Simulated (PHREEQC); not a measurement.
# Hard or scaling water

Solution (20 °C): 0.0013 mol/kgw MgCl2, 0.00026 mol/kgw NaHCO3 and 3.3e-07 mol/kgw H4SiO4. Closed to the air; pH follows from the charge balance.

Model: Pitzer model, pitzer.dat, run in PHREEQC.

The pH comes out as 8.14, the ionic strength is 0.00416 mol/kgw and the specific conductance is 300 µS/cm. The osmotic coefficient is 0.959. The total alkalinity comes out as 0.260 meq/kg.

```
species  molality  activity   log γ
-------  --------  --------  ------
Cl-       0.00260   0.00243  -0.030
Mg+2      0.00130  0.000991  -0.118
Na+      0.000260  0.000243  -0.029
HCO3-    0.000253  0.000236  -0.030
CO2       4.02e-6   4.02e-6   0.000
CO3-2     1.81e-6   1.34e-6  -0.130
MgCO3     1.05e-6   1.05e-6   0.000
OH-       1.02e-6   9.45e-7  -0.032
H4SiO4    3.24e-7   3.24e-7   0.000
MgOH+     1.45e-7   1.36e-7  -0.028
H+        7.76e-9   7.24e-9  -0.030
H3SiO4-   5.94e-9   5.52e-9  -0.032
```

Precipitation was switched off in this run. Complexes and solids missing from the database can't appear.
